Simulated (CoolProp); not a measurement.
The numbers come from the reference Helmholtz-energy equation of state, Schroeder 2014 in CoolProp.

**Question.** For ethanol, give the phase and the viscosity (µPa s), Prandtl number, fugacity coefficient at -21.45 °C and 1.35 MPa; 30.95 °C and 1.35 MPa.

**Answer.** 
- -21.45 °C and 1.35 MPa: liquid; viscosity 3050, Prandtl number 37.1, fugacity coefficient 0.000235
- 30.95 °C and 1.35 MPa: liquid; viscosity 975, Prandtl number 14.8, fugacity coefficient 0.00837

Viscosity comes from a separate model (Kiselev 2005). Thermal conductivity comes from a separate model (Assael 2013).
